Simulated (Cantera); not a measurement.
Charge: 1 mol NH3, 0.38 mol SO2, 13 mol N2, 0.29 mol O2, equilibrated at 75.0 Torr.

These are equilibrium values from Cantera (NASA tables, ideal gas, pure condensed phases), not measurements of a reactor. Candidate condensed phases: H2O, H2SO4, S; 35 gas species. Equilibrium is a limit: real reactors are often held back by kinetics, nucleation or transport. All values below are at 1602 °C.

Base state: N2 0.882, H2O 0.0608, H2 0.0360, SO2 0.0118, S2 0.00419, SO 0.00295, SH 0.000653, H2S 0.000626 (mole fractions); condensed: gas only.

What changes in the equilibrium state with this change: N2 from 13 to 5.1 mol?


```csv
species,before,after
N2,0.882,0.758
H2O,0.0608,0.131
H2,0.0360,0.0694
SO2,0.0118,0.0227
H2S,0.000626,0.00185
S2O,4.72e-5,0.000124
S2,0.00419,0.00989
SH,0.000653,0.00139
```

What changes in the equilibrium state with this change: pressure from 75.0 Torr to 1 atm?


```
species    before     after
-------  --------  --------
N2          0.882     0.885
H2O        0.0608    0.0681
H2         0.0360    0.0280
SO2        0.0118   0.00904
H        0.000393  0.000109
H2S      0.000626   0.00182
```
